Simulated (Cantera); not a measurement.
**Adiabatic ignition**

An adiabatic, constant-pressure homogeneous reactor starts with 28.4 % H₂, 6.17 % O₂, 65.4 % N₂, equivalence ratio 2.3, at 1100 K and 500000 Pa.

Model: GRI-Mech 3.0 (53 species, 325 reactions), integrated in Cantera. The hydrogen kinetics of GRI-Mech 3.0 are dated; newer H2 mechanisms differ, most at raised pressure.

```
t (s)     T (K)   x H₂     x O₂    x H₂O₂     x N₂O       x H
--------  -----  -----  -------  --------  --------  --------
1.00e-6    1100  0.284   0.0617  1.62e-12    <1e-12  6.10e-10
3.03e-6    1100  0.284   0.0617  2.01e-11    <1e-12   1.49e-9
9.20e-6    1100  0.284   0.0617  2.80e-10    <1e-12   2.76e-9
2.79e-5    1100  0.284   0.0617   3.68e-9    <1e-12   4.08e-9
8.47e-5    1100  0.284   0.0617   4.56e-8    <1e-12   9.53e-9
0.000257   1100  0.284   0.0617   1.12e-6  4.30e-12   1.10e-7
0.000779   1995  0.171  2.62e-7   1.25e-9  5.83e-10   0.00149
0.00236    2002  0.171  1.24e-8  6.63e-11  2.03e-10  0.000336
0.00717    2003  0.171  1.03e-8  5.59e-11  1.82e-10  0.000309
0.0217     2003  0.171  1.03e-8  5.59e-11  1.82e-10  0.000309
0.0659     2003  0.171  1.03e-8  5.59e-11  1.82e-10  0.000309
0.200      2003  0.171  1.03e-8  5.59e-11  1.83e-10  0.000309
```
x: mole fraction; the columns are a selection and need not sum to one.

```json
{
 "time_of_steepest_temperature_rise": "0.550 ms",
 "temperature at 0.200 s": "2003 K",
 "equilibrium_temperature": "2003 K",
 "x(H₂) at 0.200 s": "0.171 (gas-phase equilibrium 0.171)",
 "x(O₂) at 0.200 s": "1.03e-8 (gas-phase equilibrium 1.03e-8)",
 "x(H₂O₂) at 0.200 s": "5.59e-11 (gas-phase equilibrium 5.59e-11)"
}
```
